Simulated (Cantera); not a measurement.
A Cantera script and what it prints.

```python
import numpy as np
import cantera as ct

gas_names = """
    CL CL2 H HCL H2 N NH NH2 NH3 N2 N2H2 N2H4 Si SiCL SiCL2 SiCL3 SiCL4 SiH SiHCL3 SiH2 SiH2CL2 SiH3
    SiH3CL SiH4 SiN Si2 Si2N Si3
""".split()
cond_names = """
    NH4CL(a) NH4CL(b) Si(cr) Si(L) Si3N4(a)
""".split()


# ... load() reads the species with a 1 bar reference pressure and builds the phases ...
atoms = {
    'SiHCl3': {'Si': 1, 'H': 1, 'CL': 3},
    'NH3': {'N': 1, 'H': 3},
    'H2': {'H': 2},
}
top_T = {'Si3N4(a)': 2400}  # K; cautious upper limits of use, not melting points


# ... equilibrate(T, P, feed) seeds the gas with the atoms and calls Mixture.equilibrate('TP', solver="vcs", rtol=1e-11, max_steps=5000) ...
results = []
T = 2023.15  # K
P = 27  # Pa
for m in [2.7, 6.9, 11, 15, 19, 24, 28, 32, 36, 40, 45, 49]:
    feed = {'SiHCl3': 1, 'NH3': m, 'H2': 15}  # mol
    mix = equilibrate(T, P, feed)
    results.append((T, P, feed, dict(zip(mix.species_names, mix.species_moles))))

top = {s: max(r[3][s] / sum(r[3][g] for g in gas_names) for r in results) for s in gas_names}
cols = sorted((s for s in top if top[s] > 1e-05), key=lambda s: -top[s])[:5]
seen = [c for c in cond_names if any(r[3].get(c, 0) > 1e-12 for r in results)]
print("log10 of partial pressures in bar; condensed amounts in mol")
print(f"{'n(NH3)':>10s}" + "".join(f"{s[:9]:>10s}" for s in cols + seen))
for T, P, feed, n in results:
    ng = sum(n[g] for g in gas_names)
    print(f"{feed['NH3']:10.4g}" + "".join(f"{np.log10(max(n[s] / ng * P / 1e5, 1e-99)):10.3f}" for s in cols)
          + "".join(f"{n.get(c, 0):10.4g}" for c in seen))
```

Result:

```
log10 of partial pressures in bar; condensed amounts in mol
    n(NH3)        H2        N2       HCL         H        Si
       2.7    -3.725    -4.829    -4.570    -4.583    -5.047
       6.9    -3.732    -4.555    -4.688    -4.587    -5.152
        11    -3.735    -4.452    -4.779    -4.588    -5.237
        15    -3.737    -4.397    -4.853    -4.589    -5.307
        19    -3.738    -4.361    -4.917    -4.590    -5.368
        24    -3.739    -4.331    -4.986    -4.591    -5.434
        28    -3.740    -4.314    -5.034    -4.591    -5.481
        32    -3.740    -4.300    -5.077    -4.591    -5.523
        36    -3.741    -4.289    -5.116    -4.591    -5.562
        40    -3.741    -4.280    -5.153    -4.591    -5.597
        45    -3.741    -4.271    -5.194    -4.592    -5.638
        49    -3.742    -4.265    -5.225    -4.592    -5.668
```

Cantera equilibrium calculation (NASA polynomials, part measured and part estimated; ideal gas, pure solids and liquids). The tables' values for SiCl, SiN are old estimates; treat these amounts as uncertain. Gases not in the tables: Si2H6 and higher silanes.
